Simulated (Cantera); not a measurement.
Input: 1 mol CaO, 4.7 mol O2, 1.3 mol N2, at 1325 °C and 1 atm.

These are equilibrium values from Cantera (NASA tables, ideal gas, pure condensed phases), not measurements of a reactor. Candidate condensed phases: Ca, CaO; 12 gas species. The numbers say what is thermodynamically allowed, not how fast it happens.

Base state: O2 0.782, N2 0.216, NO 0.00194, NO2 1.53e-5, O 1.24e-5 (mole fractions); condensed: CaO(s).

What changes in the equilibrium state with this change: temperature from 1325 °C to 1552 °C?


```tsv
species	before	after
O2	0.782	0.781
N2	0.216	0.214
NO	0.00194	0.00455
O	1.24e-5	0.000135
NO2	1.53e-5	2.11e-5
CaO(s), mol	1.00	1.00
```
